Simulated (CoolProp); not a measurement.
Model: reference Helmholtz-energy equation of state, Marx 1992, in CoolProp.

Task: Give the vapour pressure (MPa), liquid density (kg/m³), vapour density (kg/m³), liquid cp (kJ/(kg K)) of saturated R113 at 334.9, 339.4, 348.2 K.

Result: 
| T (K) | p (MPa) | liquid density (kg/m³) | vapour density (kg/m³) | liquid cp (kJ/(kg K)) |
|---|---|---|---|---|
| 334.9 | 0.158 | 1470 | 11.3 | 0.956 |
| 339.4 | 0.181 | 1460 | 12.8 | 0.961 |
| 348.2 | 0.232 | 1440 | 16.2 | 0.972 |
